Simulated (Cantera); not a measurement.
Charge: 1 mol SiCl₄, 17 mol NH₃, at 1350 °C and 0.000430 bar.

Cantera equilibrium calculation (NASA polynomials, part measured and part estimated; ideal gas, pure solids and liquids). Candidate condensed phases: NH₄Cl, Si, Si₃N₄; 28 gas species. The tables' values for SiCl, SiCl₃ are old estimates; treat these amounts as uncertain. The numbers say what is thermodynamically allowed, not how fast it happens.

Base state: H₂ 0.673, N₂ 0.236, HCl 0.0656, SiCl₂ 0.0224, H 0.00274, Si 0.000365, Cl 0.000210, SiCl 0.000168 (mole fractions); condensed: Si(s).

**Question.** What changes in the equilibrium state with this change: temperature from 1350 °C to 1675 °C?

**Answer.** 
| species | before | after |
|---|---|---|
| H₂ | 0.673 | 0.616 |
| N₂ | 0.236 | 0.226 |
| HCl | 0.0656 | 0.0835 |
| H | 0.00274 | 0.0428 |
| Si | 0.000365 | 0.0162 |
| SiCl₂ | 0.0224 | 0.00865 |
| Si₂ | 1.05e-6 | 4.43e-5 |
| Cl | 0.000210 | 0.00435 |
| SiH | 1.24e-5 | 0.000203 |
| Si(s), mol | 0.171 | 0 |
The tables' values for SiCl, SiN are old estimates; treat these amounts as uncertain. Gases not in the tables: Si₂H₆ and higher silanes.

**Question.** What changes in the equilibrium state with this change: SiCl₄ replaced by SiHCl₃?

**Answer.** 
```csv
species,before,after
H₂,0.673,0.693
N₂,0.236,0.236
HCl,0.0656,0.0537
SiCl₂,0.0224,0.0146
SiCl₃,4.46e-5,2.34e-5
Cl,0.000210,0.000170
SiCl,0.000168,0.000135
"Si(s), mol",0.171,0.455
```

**Question.** What changes in the equilibrium state with this change: temperature from 1350 °C to 1277 °C?

**Answer.** 
```
species       before    after
----------  --------  -------
H₂             0.673    0.674
N₂             0.236    0.236
HCl           0.0656   0.0667
H            0.00274  0.00125
SiCl₂         0.0224   0.0220
Si          0.000365  7.73e-5
SiH          1.24e-5  3.46e-6
SiCl        0.000168  6.29e-5
Cl          0.000210  9.85e-5
SiCl₃        4.46e-5  6.76e-5
Si(s), mol     0.171    0.200
```
The tables' values for SiCl₃, SiCl are old estimates; treat these amounts as uncertain.
